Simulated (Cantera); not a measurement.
**Premixed flame**

A freely propagating, adiabatic, planar premixed flame of 29.6 % H₂, 14.8 % O₂, 55.6 % N₂, equivalence ratio 1.0, unburnt at 350 K and 0.987 atm; mixture-averaged transport, grid criteria slope 0.08 and curve 0.16, no radiation.

Cantera simulation using the H2/O2 subset of GRI-Mech 3.0, which has no nitrogen chemistry; the numbers are that mechanism's predictions, not measurements. Burning velocities carry a grid error of a few per cent, more on coarse grids.

| z (mm) | T (K) | u (m/s) | x H₂ | x O₂ | x H₂O | x HO₂ | x H | x H₂O₂ |
|---|---|---|---|---|---|---|---|---|
| -1.11 | 350 | 2.97 | 0.296 | 0.148 | <1e-8 | <1e-8 | <1e-8 | <1e-8 |
| -0.739 | 350 | 2.97 | 0.296 | 0.148 | <1e-8 | <1e-8 | <1e-8 | <1e-8 |
| -0.554 | 350 | 2.97 | 0.296 | 0.148 | <1e-8 | <1e-8 | <1e-8 | <1e-8 |
| -0.369 | 350 | 2.97 | 0.296 | 0.148 | 4.38e-7 | 6.76e-8 | <1e-8 | <1e-8 |
| -0.185 | 362 | 3.05 | 0.289 | 0.149 | 0.000244 | 5.02e-5 | 6.89e-7 | 4.86e-6 |
| -0.0924 | 615 | 4.99 | 0.250 | 0.147 | 0.0185 | 0.000378 | 0.00203 | 9.85e-5 |
| 0 | 1107 | 8.67 | 0.162 | 0.115 | 0.0965 | 0.000122 | 0.0216 | 1.50e-5 |
| 0.0924 | 1448 | 11.2 | 0.0790 | 0.0597 | 0.195 | 5.24e-5 | 0.0424 | 4.09e-6 |
| 0.185 | 1621 | 12.5 | 0.0496 | 0.0351 | 0.237 | 2.74e-5 | 0.0444 | 2.39e-6 |
| 0.369 | 1792 | 13.7 | 0.0420 | 0.0258 | 0.255 | 1.66e-5 | 0.0353 | 1.20e-6 |
| 0.739 | 1955 | 14.8 | 0.0390 | 0.0215 | 0.268 | 1.10e-5 | 0.0242 | 6.22e-7 |
| 1.48 | 2104 | 15.7 | 0.0339 | 0.0173 | 0.282 | 6.91e-6 | 0.0151 | 3.71e-7 |
| 2.96 | 2227 | 16.5 | 0.0276 | 0.0136 | 0.296 | 4.24e-6 | 0.00866 | 2.55e-7 |
x: mole fraction of selected species; z is measured from the peak of heat release.

- laminar burning velocity = 297 cm/s
- thermal thickness = 0.369 mm
- peak x(HO₂) = 0.000480
- peak x(H) = 0.0452
- peak x(H₂O₂) = 9.86e-5
- grid points = 116
